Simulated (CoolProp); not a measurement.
Properties of R142b at several states.

The numbers come from the reference Helmholtz-energy equation of state, Lemmon 2006 in CoolProp. It is a short technical equation, of lower accuracy than the large ones.

```
T (°C)  p (MPa)   phase  density (kg/m³)  Joule-Thomson coefficient (K/MPa)
------  -------  ------  ---------------  ---------------------------------
-45.65      4.4  liquid             1279                            -0.4267
30.65      1.15  liquid             1100                            -0.1943
167.05   0.0326     gas           0.8971                              7.862
84.95    0.0462     gas            1.569                              14.16
6.05     0.0817     gas            3.633                              34.61
```
